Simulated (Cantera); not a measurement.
Feed: 1 mol Cu2O, 3.5 mol C, 19 mol H2, 2.1 mol CO, equilibrated at 2.90 bar.

Equilibrium computed with Cantera from the NASA thermochemical tables; the gas is ideal and each condensed phase is pure. Candidate condensed phases: C, C6H6, C7H8, C8H18, Cu, CuO, Cu(OH)2, Cu2O, H2O; 113 gas species. Kinetics and transport are ignored. All values below are at 950 °C.

Base state: H2 0.829, CO 0.137, CH4 0.0266, H2O 0.00661, CO2 0.000748 (mole fractions); condensed: C(graphite) + Cu(s).

What changes in the equilibrium state with this change: Cu2O replaced by SiO2?


```csv
species,before,after
H2,0.829,0.868
CO,0.137,0.0973
CH4,0.0266,0.0291
CO2,0.000748,0.000378
H2O,0.00661,0.00492
"C(graphite), mol",2.09,3.01
"Cu(s), mol",2.00,0
"SiO2(β-quartz), mol",0,1.00
```
The tables hold silica as quartz up to 1696 K and as liquid above; real silica turns to tridymite and cristobalite and melts near 1996 K. Gases not in the tables: Si(OH)4. Further candidate phases: Si, SiC, SiO2.

What changes in the equilibrium state with this change: pressure from 2.90 bar to 0.00140 bar?


| species | before | after |
|---|---|---|
| H2 | 0.829 | 0.860 |
| CO | 0.137 | 0.140 |
| Cu | 7.91e-9 | 1.64e-5 |
| CH4 | 0.0266 | 1.38e-5 |
| H2O | 0.00661 | 3.39e-6 |
| CO2 | 0.000748 | 3.79e-7 |
| C(graphite), mol | 2.09 | 2.50 |
| Cu(s), mol | 2.00 | 2.00 |

What changes in the equilibrium state with this change: C from 3.5 to 0.3 mol?


| species | before | after |
|---|---|---|
| H2 | 0.829 | 0.853 |
| CO | 0.137 | 0.106 |
| H2O | 0.00661 | 0.0344 |
| CH4 | 0.0266 | 0.00430 |
| CO2 | 0.000748 | 0.00292 |
| C(graphite), mol | 2.09 | 0 |
| Cu(s), mol | 2.00 | 2.00 |
